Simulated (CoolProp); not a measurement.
Octamethyltrisiloxane (MDM) along the isobar 21.6 bar: density (kg/m³) from the reference equation and from simpler models built on Tc = 565.4 K, pc = 14.38 bar, ω = 0.528; each cubic takes its own stable root.

The numbers come from the reference Helmholtz-energy equation of state, Thol 2017 in CoolProp.

```tsv
T (K)	phase	reference	van der Waals	Redlich-Kwong	Peng-Robinson
430.7	liquid	?	?	581.2	704.5
438.7	liquid	668.5	409.5	572.4	694.4
446.7	liquid	658.7	404.8	563.4	683.8
454.7	liquid	648.7	?	554.0	672.8
462.7	liquid	638.4	395.1	544.4	661.1
470.7	liquid	627.7	390.0	534.5	648.9
478.8	liquid	616.6	384.7	524.1	635.8
486.8	liquid	605.2	379.3	513.5	622.1
494.8	liquid	593.4	373.6	?	607.6
502.8	liquid	581.0	367.8	490.9	592.2
510.8	liquid	568.0	361.8	478.9	575.7
518.9	liquid	554.1	355.4	?	557.9
526.9	liquid	539.5	348.8	453.0	538.9
```

Task: Fill in the missing entries.

Result: 
- 430.7, reference: 678.1
- 430.7, van der Waals: 414.0
- 454.7, van der Waals: 400.0
- 494.8, Redlich-Kwong: 502.4
- 518.9, Redlich-Kwong: 466.2
